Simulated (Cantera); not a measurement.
Charge: 1 mol SiH4, 0.37 mol C3H8, 9.6 mol H2, held at 22.0 mbar.

These are equilibrium values from Cantera (NASA tables, ideal gas, pure condensed phases), not measurements of a reactor. Candidate condensed phases: C, C6H6, C7H8, C8H18, Si, SiC; 87 gas species. Gases not in the tables: Si2H6 and higher silanes. Rates play no part.

x: gas mole fraction; n: condensed amount in mol.

```
T (K)   x H2       x H      x Si    x SiC2  x C2H2 (acetylene)    x Si2C  x CH4  n C(graphite)  n SiC(s)
-----  -----  --------  --------  --------  ------------------  --------  -----  -------------  --------
973    0.997   7.28e-9    <1e-12    <1e-12            5.37e-10    <1e-12    [?]         0.0733      1.00
1173   1.000   7.95e-7    <1e-12    <1e-12             6.12e-8    <1e-12    [?]          0.104      1.00
1373   1.000   2.24e-5  7.47e-11    <1e-12             1.73e-6    <1e-12    [?]          0.109      1.00
1573   1.000  0.000274   2.39e-8  7.57e-11             2.06e-5  6.29e-11    [?]          0.109     1.000
1773   0.998   0.00192   2.06e-6   2.56e-8            0.000140   1.89e-8    [?]          0.106     1.000
1973   0.990   0.00905   7.11e-5   2.59e-6            0.000634   1.74e-6    [?]         0.0942     0.999
2173   0.964    0.0319   0.00127  0.000110             0.00213   6.78e-5    [?]         0.0709     0.978
2373   0.887    0.0887    0.0139   0.00244             0.00546   0.00140    [?]          0.146     0.722
2573   0.730     0.198    0.0428    0.0136              0.0106   0.00303    [?]          0.291         0
```

Task: Complete the blanks.

Result: 
- 973, x CH4: 0.00281
- 1173, x CH4: 0.000428
- 1373, x CH4: 0.000111
- 1573, x CH4: 4.03e-5
- 1773, x CH4: 1.85e-5
- 1973, x CH4: 9.85e-6
- 2173, x CH4: 5.71e-6
- 2373, x CH4: 3.23e-6
- 2573, x CH4: 1.57e-6
